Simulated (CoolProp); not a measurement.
The fluid at 478.91 K and 0.145 MPa flows at 2.8 m/s in a round tube of 50 mm bore and 15 µm roughness, fully developed (64/Re and Nu = 3.66 if laminar; Colebrook and Gnielinski if turbulent). The same conditions are run with several fluids, on thermodynamics alone (safety and materials aside).

Model: reference Helmholtz-energy equation of state of each fluid (methane: Setzmann 1991; propylene: Lemmon 2013; sulfur hexafluoride: Guder 2009; m-xylene: Zhou 2012; nitrogen: Span 2000), in CoolProp.

**Question.** Rank methane, propylene, sulfur hexafluoride, m-xylene, nitrogen by Reynolds number, highest first.

**Answer.** m-xylene (54500), sulfur hexafluoride (32500), propylene (15900), nitrogen (5650), methane (4980)

| fluid | Darcy friction factor | pressure drop (Pa/m) | heat-transfer coefficient (W/(m² K)) | mass flow (kg/h) |
|---|---|---|---|---|
| methane | 0.0378 | 1.73 | 21.0 | 11.6 |
| propylene | 0.0280 | 3.38 | 35.7 | 30.5 |
| sulfur hexafluoride | 0.0239 | 9.98 | 42.4 | 106 |
| m-xylene | 0.0216 | 6.78 | 63.1 | 79.4 |
| nitrogen | 0.0365 | 2.92 | 13.7 | 20.2 |

Transport values come from each fluid's own correlations; those of propylene are estimates that may be off by 10 % or more.
